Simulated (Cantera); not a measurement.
Charge: 1 mol V, a varied amount of N2O, at 1700 °C and 100000 Pa.

Cantera equilibrium calculation (NASA polynomials, part measured and part estimated; ideal gas, pure solids and liquids). Candidate condensed phases: V, VN, VO, V2O3, V2O4, V2O5; 13 gas species. Condensed phases not in the tables: the oxides between V2O3 and V2O5 other than VO2. Kinetics and transport are ignored.

Q: At 2.5 mol N2O, list the 5 most abundant gas species with their mole fractions, and the condensed phases.

A: N2 0.906, O2 0.0883, NO 0.00494, VO2 0.000339, O 0.000161. Condensed: V2O4(l).
